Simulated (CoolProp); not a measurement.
The numbers come from the reference Helmholtz-energy equation of state, Thol 2017 in CoolProp.

Task: For octamethyltrisiloxane (MDM), give the phase and the density (kg/m³), speed of sound (m/s), fugacity coefficient at 147.35 °C and 1.94 MPa.

Result: 
- 147.35 °C and 1.94 MPa: liquid; density 689, speed of sound 551, fugacity coefficient 0.0513
